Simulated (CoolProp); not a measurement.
Vapour-liquid equilibrium of n-perfluorobutane (1) + R365MFC (2) at 299.8 K; x and y are mole fractions of (1).

Values from CoolProp's multi-fluid Helmholtz-energy mixture model, Gao 2022 and Lemmon 2016; pair parameters Bell 2016.

```json
[
 {"x": "0.05", "bubble pressure, mixture model (bar)": "1.111", "bubble pressure, Raoult's law (bar)": "0.7171", "y, mixture model": "…", "y, Raoult's law": "0.196"},
 {"x": "0.2", "bubble pressure, mixture model (bar)": "…", "bubble pressure, Raoult's law (bar)": "1.049", "y, mixture model": "…", "y, Raoult's law": "0.537"},
 {"x": "0.35", "bubble pressure, mixture model (bar)": "…", "bubble pressure, Raoult's law (bar)": "1.380", "y, mixture model": "…", "y, Raoult's law": "0.714"},
 {"x": "0.5", "bubble pressure, mixture model (bar)": "2.392", "bubble pressure, Raoult's law (bar)": "1.712", "y, mixture model": "0.799", "y, Raoult's law": "0.823"},
 {"x": "0.65", "bubble pressure, mixture model (bar)": "2.529", "bubble pressure, Raoult's law (bar)": "2.043", "y, mixture model": "…", "y, Raoult's law": "0.896"},
 {"x": "0.8", "bubble pressure, mixture model (bar)": "2.668", "bubble pressure, Raoult's law (bar)": "2.375", "y, mixture model": "0.879", "y, Raoult's law": "0.949"},
 {"x": "0.95", "bubble pressure, mixture model (bar)": "2.790", "bubble pressure, Raoult's law (bar)": "2.706", "y, mixture model": "0.961", "y, Raoult's law": "0.989"}
]
```

**Question.** Some entries are withheld; supply them.

**Answer.** 
- 0.05, y, mixture model: 0.467
- 0.2, bubble pressure, mixture model (bar): 1.916
- 0.2, y, mixture model: 0.713
- 0.35, bubble pressure, mixture model (bar): 2.227
- 0.35, y, mixture model: 0.768
- 0.65, y, mixture model: 0.831

The largest gap from Raoult's law is +82.7 % in bubble pressure, at x = 0.2. No azeotrope shows between x = 0.05 and 0.95.

The pair parameters rest on a limited set of measurements; away from them the model extrapolates. With so large a gap from Raoult's law the liquid may split in two, which this calculation doesn't test in full.
